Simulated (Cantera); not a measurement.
**Roasting and sulfation: FeS2 + O2 + H2O + H2S**

Input: 1 mol FeS2, 1.6 mol O2, 1.3 mol H2O, 0.56 mol H2S, at 0.0330 bar.

These are equilibrium values from Cantera (NASA tables, ideal gas, pure condensed phases), not measurements of a reactor. Candidate condensed phases: Fe, FeO, Fe(OH)2, Fe(OH)3, FeS, FeSO4, FeS2, Fe2O3, Fe2(SO4)3, Fe3O4, H2O, H2SO4, S; 22 gas species. Metal and sulfide melt together well below either melting point, which pure phases cannot show. Mutual solubility and eutectic melting of coexisting phases are not modelled. The tables' stoichiometric FeO is somewhat more stable than real wüstite, so its field is too wide. FeO, FeS: taken at fixed stoichiometry. Gases not in the tables: S3 to S7. The numbers say what is thermodynamically allowed, not how fast it happens.

At 625 K the condensed part is FeS2(s) + Fe2O3(s). From 700 K to 775 K the condensed part is FeS2(s) + Fe3O4(s). From 850 K to 1000 K the condensed part is FeS(s). From 1075 K to 1225 K the condensed part is FeS(s) + Fe3O4(s). From 1300 K to 1450 K the condensed part is FeO(s) + FeS(s). At 1525 K the condensed part is FeO(s) + FeS(l). At 1600 K the condensed part is FeO(s).

```csv
T (K),x H2O,x SO2,x S2,x H2,x H2S,x SO,x S2O,x SH,n FeS2(s),n Fe2O3(s),n Fe3O4(s),n FeS(s),n FeO(s),n FeS(l)
625,0.625,0.374,2.41e-5,4.53e-6,0.000336,1.02e-9,7.00e-6,3.87e-11,0.723,0.138,0,0,0,0
700,0.620,0.378,0.000320,3.22e-5,0.00141,2.40e-8,4.48e-5,1.76e-9,0.712,0,0.0961,0,0,0
775,0.616,0.376,0.00272,0.000161,0.00469,3.10e-7,0.000208,3.99e-8,0.701,0,0.0998,0,0,0
850,0.550,0.409,0.0243,0.000585,0.0151,2.95e-6,0.00106,6.33e-7,0,0,0,1.00,0,0
925,0.552,0.407,0.0262,0.00128,0.0122,1.21e-5,0.00107,2.29e-6,0,0,0,1.00,0,0
1000,0.552,0.407,0.0274,0.00248,0.0101,4.01e-5,0.00107,6.76e-6,0,0,0,1.00,0,0
1075,0.550,0.402,0.0326,0.00456,0.00956,0.000116,0.00117,1.87e-5,0,0,0.00725,0.978,0,0
1150,0.544,0.393,0.0429,0.00801,0.00996,0.000297,0.00138,4.89e-5,0,0,0.0228,0.932,0,0
1225,0.536,0.384,0.0542,0.0131,0.0103,0.000678,0.00159,0.000113,0,0,0.0405,0.878,0,0
1300,0.520,0.371,0.0736,0.0206,0.0113,0.00143,0.00192,0.000252,0,0,0,0.760,0.240,0
1375,0.497,0.342,0.110,0.0320,0.0135,0.00280,0.00244,0.000559,0,0,0,0.564,0.436,0
1450,0.468,0.308,0.153,0.0473,0.0156,0.00500,0.00291,0.00112,0,0,0,0.319,0.681,0
1525,0.441,0.285,0.181,0.0641,0.0160,0.00823,0.00313,0.00192,0,0,0,0,0.858,0.142
1600,0.414,0.268,0.200,0.0824,0.0155,0.0128,0.00324,0.00302,0,0,0,0,1.000,0
```
x: gas mole fraction; n: condensed amount in mol.
